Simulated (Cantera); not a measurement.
Cantera run, input and output.

```python
import numpy as np
import cantera as ct

surf = ct.Interface("diamond.yaml", "diamond_100")
gas, bulk = surf.adjacent["gas"], surf.adjacent["diamond"]
k = surf.kinetics_species_index(bulk.species_names[0])
cover = ["c6HH", "c6H*", "c6*H", "c6**", "c6HM", "c6B"]

rows, drift = [], 0.0
print(f"{'xH':>10s}{'um/h':>11s}" + "".join(f"{s:>11s}" for s in cover))
for v in [0.0001, 0.00021, 0.00044, 0.00091, 0.0019, 0.004, 0.0083, 0.017, 0.036]:
    T, P, xH, xCH3 = 1223, 6800, v, 3.8e-05
    gas.TPX = T, P, {"H": xH, "CH3": xCH3, "CH4": 0.03, "H2": 1 - xH - xCH3 - 0.03}
    surf.TP = bulk.TP = T, P
    surf.coverages = "c6H*:0.1, c6HH:0.9"
    surf.advance_coverages(100.0)
    before = surf.coverages
    surf.advance_coverages(100.0)
    drift = max(drift, np.max(np.abs(surf.coverages - before) / (surf.coverages + 1e-9)))
    rate = surf.net_production_rates[k] * bulk.mean_molecular_weight / bulk.density * 3.6e9
    rows.append([rate, *surf[cover].coverages])
    print(f"{v:10.4g}{rate:11.4e}" + "".join(f"{x:11.3e}" for x in rows[-1][1:]))
```

Output:

```
        xH       um/h       c6HH       c6H*       c6*H       c6**       c6HM        c6B
    0.0001 3.7207e-02  6.232e-01  2.798e-02  3.427e-01  5.013e-03  2.835e-04  1.010e-10
   0.00021 8.8458e-02  5.405e-01  3.380e-02  4.141e-01  1.031e-02  3.718e-04  2.400e-10
   0.00044 1.7270e-01  4.862e-01  3.739e-02  4.580e-01  1.715e-02  4.477e-04  4.686e-10
   0.00091 2.9611e-01  4.551e-01  3.927e-02  4.808e-01  2.361e-02  4.965e-04  8.035e-10
    0.0019 4.8635e-01  4.381e-01  4.020e-02  4.921e-01  2.851e-02  5.074e-04  1.320e-09
     0.004 7.8774e-01  4.294e-01  4.067e-02  4.974e-01  3.156e-02  4.718e-04  2.138e-09
    0.0083 1.2150e+00  4.252e-01  4.094e-02  4.999e-01  3.321e-02  3.927e-04  3.297e-09
     0.017 1.7182e+00  4.232e-01  4.117e-02  5.010e-01  3.408e-02  2.884e-04  4.662e-09
     0.036 2.2162e+00  4.222e-01  4.150e-02  5.013e-01  3.460e-02  1.816e-04  6.014e-09
```

Cantera simulation using the Harris–Goodwin 1993 mechanism for the reconstructed diamond (100) surface; the numbers are that mechanism's predictions, not measurements.
